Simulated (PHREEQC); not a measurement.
Consider water at 29 °C with 0.0025 mol FeCl2 and 0.11 mol MnSO4 per kg of water. Closed to the air; pH follows from the charge balance.

Model: ion-association model, phreeqc.dat, run in PHREEQC.

Precipitation was switched off in this run.

### Question
What pH, density, ionic strength does the model give?

### Answer
pH 6.25; density 1.012 g/cm³; ionic strength 0.237 mol/kgw.

### Question
In which forms is S present?

### Answer
SO4-2 52 %, MnSO4 47 %, FeSO4 1.1 % of the S.
